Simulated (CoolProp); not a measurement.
Methanol at 267.36 K and 0.11 MPa flows at 1.7 m/s in a round tube of 4.6 mm bore and 1.5 µm roughness, fully developed (64/Re and Nu = 3.66 if laminar; Colebrook and Gnielinski if turbulent). Each further row changes one setting.

The numbers come from the reference Helmholtz-energy equation of state, de Reuck 1993 in CoolProp.

```
case              Reynolds number  Darcy friction factor  pressure drop (Pa/m)  heat-transfer coefficient (W/(m² K))  mass flow (kg/h)
----------------  ---------------  ---------------------  --------------------  ------------------------------------  ----------------
as stated                    7150                      …                  8770                                  2960              82.9
velocity 3.4 m/s            14300                 0.0287                 29400                                  5730               166
diameter 9.2 mm             14300                      …                  3640                                  2850                 …
```

**Question.** Some entries are withheld; supply them.

**Answer.** 
- as stated, Darcy friction factor: 0.0342
- diameter 9.2 mm, Darcy friction factor: 0.0284
- diameter 9.2 mm, mass flow (kg/h): 332

Viscosity comes from a separate model (Xiang 2006). Thermal conductivity comes from a separate model (Sykioti 2013).
